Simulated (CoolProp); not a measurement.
The fluid at 298.15 K and 2.17 MPa is throttled through a valve to 1.13 MPa with no heat exchange. The same conditions are run with several fluids, on thermodynamics alone (safety and materials aside).

Values from CoolProp's reference Helmholtz-energy equation of state of each fluid (nitrogen: Span 2000; nitrous oxide: Lemmon 2006; hydrogen chloride: Thol 2018; oxygen: Schmidt 1985; fluorine: de Reuck 1990).

| fluid | temperature change (K) | final density (kg/m³) |
|---|---|---|
| nitrogen | -2.1 | 12.9 |
| nitrous oxide | -12.3 | 22.6 |
| hydrogen chloride | -16.8 | 19.3 |
| oxygen | -2.7 | 14.8 |
| fluorine | -2.0 | 17.5 |
